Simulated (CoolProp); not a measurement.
Oxygen along the isotherm 103.3 K: Z from the reference equation and from simpler models built on Tc = 154.6 K, pc = 50.46 bar, ω = 0.022; each cubic takes its own stable root.

Values from CoolProp's reference Helmholtz-energy equation of state, Schmidt 1985.

```
p (bar)   phase  reference  Redlich-Kwong  Soave-Redlich-Kwong
-------  ------  ---------  -------------  -------------------
2.29        gas     0.9495         0.9507               0.9519
4.59     liquid    0.01593        0.01592              0.01607
6.88     liquid    0.02386        0.02384              0.02407
9.18     liquid    0.03182        0.03178              0.03208
11.5     liquid    0.03983        0.03977              0.04015
13.8     liquid    0.04776        0.04768              0.04814
16.1     liquid    0.05569        0.05558              0.05611
18.4     liquid    0.06360        0.06347              0.06406
20.6     liquid    0.07116        0.07100              0.07166
22.9     liquid    0.07906        0.07886              0.07959
25.2     liquid    0.08694        0.08671              0.08750
```
